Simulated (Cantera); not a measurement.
Feed: 1 mol Al, 1.2 mol HCl, 11 mol H2.

These are equilibrium values from Cantera (NASA tables, ideal gas, pure condensed phases), not measurements of a reactor. Candidate condensed phases: Al, AlCl3; 12 gas species. The tables' values for AlCl2 are old estimates. The numbers say what is thermodynamically allowed, not how fast it happens.

Question: What condenses at these points (T in K, P in Pa): (700, 100000); (900, 6.8); (750, 6.8); (725, 46); (825, 2200)?

Answer: 
```tsv
T (K)	P in Pa	condensed phases	Al condensed (%)
700	100000	Al	60.0
900	6.8	gas only	0.0
750	6.8	Al	56.5
725	46	Al	59.5
825	2200	Al	59.4
```
